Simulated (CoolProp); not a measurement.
Vapour-liquid equilibrium of ethane (1) + n-pentane (2) at 0.162 MPa; x and y are mole fractions of (1).

Computed with CoolProp (multi-fluid Helmholtz-energy mixture model, Bücker 2006 and Thol 2019; pair parameters Kunz 2012).

```json
[
 {"x": "0.05", "bubble temperature, mixture model (°C)": "9.6", "bubble temperature, Raoult's law (°C)": "4.7", "y, mixture model": "…", "y, Raoult's law": "0.823"},
 {"x": "0.125", "bubble temperature, mixture model (°C)": "-24.6", "bubble temperature, Raoult's law (°C)": "-24.6", "y, mixture model": "0.959", "y, Raoult's law": "0.962"},
 {"x": "0.2", "bubble temperature, mixture model (°C)": "…", "bubble temperature, Raoult's law (°C)": "-39.2", "y, mixture model": "0.986", "y, Raoult's law": "0.986"},
 {"x": "0.275", "bubble temperature, mixture model (°C)": "…", "bubble temperature, Raoult's law (°C)": "-48.4", "y, mixture model": "0.993", "y, Raoult's law": "0.993"},
 {"x": "0.35", "bubble temperature, mixture model (°C)": "-57.0", "bubble temperature, Raoult's law (°C)": "-54.9", "y, mixture model": "0.996", "y, Raoult's law": "0.996"},
 {"x": "0.425", "bubble temperature, mixture model (°C)": "…", "bubble temperature, Raoult's law (°C)": "-59.9", "y, mixture model": "0.998", "y, Raoult's law": "0.998"},
 {"x": "0.5", "bubble temperature, mixture model (°C)": "…", "bubble temperature, Raoult's law (°C)": "-63.9", "y, mixture model": "0.998", "y, Raoult's law": "0.999"},
 {"x": "0.575", "bubble temperature, mixture model (°C)": "…", "bubble temperature, Raoult's law (°C)": "-67.2", "y, mixture model": "0.999", "y, Raoult's law": "0.999"},
 {"x": "0.65", "bubble temperature, mixture model (°C)": "-70.9", "bubble temperature, Raoult's law (°C)": "-70.1", "y, mixture model": "0.999", "y, Raoult's law": "0.999"},
 {"x": "0.725", "bubble temperature, mixture model (°C)": "-73.0", "bubble temperature, Raoult's law (°C)": "-72.5", "y, mixture model": "1.000", "y, Raoult's law": "1.000"},
 {"x": "0.8", "bubble temperature, mixture model (°C)": "-74.9", "bubble temperature, Raoult's law (°C)": "-74.7", "y, mixture model": "1.000", "y, Raoult's law": "1.000"},
 {"x": "0.875", "bubble temperature, mixture model (°C)": "-76.6", "bubble temperature, Raoult's law (°C)": "-76.6", "y, mixture model": "1.000", "y, Raoult's law": "1.000"},
 {"x": "0.95", "bubble temperature, mixture model (°C)": "-78.3", "bubble temperature, Raoult's law (°C)": "-78.3", "y, mixture model": "1.000", "y, Raoult's law": "1.000"}
]
```

Q: Some entries are withheld; supply them.

A: 
- 0.05, y, mixture model: 0.771
- 0.2, bubble temperature, mixture model (°C): -40.9
- 0.275, bubble temperature, mixture model (°C): -50.5
- 0.425, bubble temperature, mixture model (°C): -61.8
- 0.5, bubble temperature, mixture model (°C): -65.4
- 0.575, bubble temperature, mixture model (°C): -68.4

The largest gap from Raoult's law is +4.9 K in bubble temperature, at x = 0.05. No azeotrope shows between x = 0.05 and 0.95.

The pair parameters rest on a limited set of measurements; away from them the model extrapolates. The gap from Raoult's law changes sign with composition, which may be real or a fault of the pair parameters; it wasn't checked against measurements.
